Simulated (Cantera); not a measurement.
What does this Cantera script print?

```python
import numpy as np
import cantera as ct

gas = ct.Solution("h2o2.yaml")
gas.TPX = 1198, 1300, {'H2': 0.043, 'O2': 1, 'N2': 2.9}
reactor = ct.IdealGasConstPressureReactor(gas, energy="off", clone=False)
net = ct.ReactorNet([reactor])
net.rtol, net.atol = 1e-08, 1e-18
show = ['H2', 'O2', 'H2O2', 'O', 'H', 'HO2', 'H2O']
times = np.geomspace(7e-05, 4, 15)

steps = ct.SolutionArray(gas, extra=["t"])
rows = []
print(f"{'t/s':>10s}{'T/K':>9s}{'P/Pa':>11s}" + "".join(f"{s:>11s}" for s in show))
for t in times:
    while net.time < t:
        t_next = net.step()
        steps.append(gas.state, t=t_next)
    rows.append([np.interp(t, steps.t, y) for y in (steps.T, steps.P, *steps(*show).X.T)])
    print(f"{t:10.3e}{rows[-1][0]:9.1f}{rows[-1][1]:11.4g}" + "".join(f"{x:11.3e}" for x in rows[-1][2:]))
rate = np.gradient(steps.T, steps.t)
print("integrator steps:", len(steps.t))
if steps.T.max() > steps.T[0] + 200:
    print(f"time of steepest temperature rise: {steps.t[rate.argmax()]:.4e} s")
gas.TPX = 1198, 1300, {'H2': 0.043, 'O2': 1, 'N2': 2.9}
gas.equilibrate("TP")
print(f"equilibrium (TP): T = {gas.T:.1f} K  " + "  ".join(f"{s} {gas[s].X[0]:.3e}" for s in show))
```

It prints:

```
       t/s      T/K       P/Pa         H2         O2       H2O2          O          H        HO2        H2O
 7.000e-05   1198.0       1300  1.091e-02  2.536e-01  4.951e-15  2.985e-11  1.393e-10  1.670e-10  2.283e-12
 1.531e-04   1198.0       1300  1.091e-02  2.536e-01  2.358e-14  1.240e-10  2.613e-10  3.654e-10  2.059e-11
 3.347e-04   1198.0       1300  1.091e-02  2.536e-01  1.123e-13  4.811e-10  4.846e-10  7.995e-10  1.688e-10
 7.319e-04   1198.0       1300  1.091e-02  2.536e-01  5.328e-13  1.924e-09  1.114e-09  1.751e-09  1.298e-09
 1.600e-03   1198.0       1300  1.091e-02  2.536e-01  2.507e-12  1.115e-08  4.818e-09  3.855e-09  1.219e-08
 3.500e-03   1198.0       1300  1.090e-02  2.536e-01  1.190e-11  2.288e-07  9.155e-08  9.275e-09  3.130e-07
 7.652e-03   1198.0       1300  1.066e-02  2.534e-01  5.476e-10  1.271e-04  5.134e-05  3.912e-07  1.791e-04
 1.673e-02   1198.0       1300  2.600e-04  2.450e-01  2.213e-08  7.170e-03  1.702e-03  7.096e-07  9.348e-03
 3.659e-02   1198.0       1300  1.462e-04  2.451e-01  1.597e-08  6.921e-03  1.315e-03  6.400e-07  9.746e-03
 8.001e-02   1198.0       1300  1.222e-04  2.459e-01  1.610e-08  5.681e-03  9.849e-04  6.068e-07  9.976e-03
 1.750e-01   1198.0       1300  8.487e-05  2.470e-01  1.597e-08  3.852e-03  5.546e-04  5.385e-07  1.030e-02
 3.826e-01   1198.0       1300  4.357e-05  2.482e-01  1.471e-08  1.936e-03  1.989e-04  4.174e-07  1.061e-02
 8.366e-01   1198.0       1300  1.567e-05  2.490e-01  1.135e-08  6.886e-04  4.236e-05  2.588e-07  1.080e-02
 1.829e+00   1198.0       1300  4.334e-06  2.494e-01  6.667e-09  1.902e-04  6.162e-06  1.227e-07  1.089e-02
 4.000e+00   1198.0       1300  1.096e-06  2.495e-01  2.978e-09  4.823e-05  7.886e-07  4.668e-08  1.093e-02
integrator steps: 1380
equilibrium (TP): T = 1198.0 K  H2 2.362e-09  O2 2.495e-01  H2O2 1.469e-11  O 1.059e-07  H 8.157e-11  HO2 1.669e-09  H2O 1.096e-02
```

Cantera simulation using the H2/O2 subset of GRI-Mech 3.0, which has no nitrogen chemistry; the numbers are that mechanism's predictions, not measurements. Radical loss at walls, strong at low pressure, is not modelled.
